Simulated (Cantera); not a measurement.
An isothermal, constant-pressure homogeneous reactor starts with H2 : O2 = 0.022 : 1 (molar parts), at 1300 K and 380 Pa.

Detailed kinetics in Cantera: the H2/O2 subset of GRI-Mech 3.0, which has no nitrogen chemistry. Radical loss at walls, strong at low pressure, is not modelled.

x: mole fraction; the columns are a selection and need not sum to one.

```
t (s)         x H2   x O2    x HO2      x OH     x H2O
--------  --------  -----  -------  --------  --------
8.00e-5     0.0215  0.978  2.52e-9  7.75e-10  4.84e-11
0.000215    0.0215  0.978  6.78e-9   3.91e-9  7.02e-10
0.000576    0.0215  0.978  1.82e-8   1.71e-8   8.58e-9
0.00155     0.0215  0.978  4.88e-8   1.09e-7   1.21e-7
0.00415     0.0215  0.978  1.33e-7   4.48e-6   6.95e-6
0.0111     0.00484  0.964  4.91e-7   0.00422    0.0135
0.0299    0.000178  0.959  3.52e-7   0.00217    0.0195
0.0803    0.000172  0.960  3.47e-7   0.00214    0.0196
0.215     0.000160  0.961  3.37e-7   0.00206    0.0197
0.578     0.000131  0.964  3.10e-7   0.00187    0.0201
1.55           ___  0.970      ___       ___    0.0206
4.16       3.26e-5  0.975  1.56e-7  0.000937    0.0212
11.2       8.12e-6  0.977  6.73e-8  0.000468    0.0215
30.0       1.60e-6  0.978  2.21e-8  0.000208    0.0217
```

Task: Complete the blanks.

Result: 
- 1.55, x H2: 8.21e-5
- 1.55, x HO2: 2.51e-7
- 1.55, x OH: 0.00148
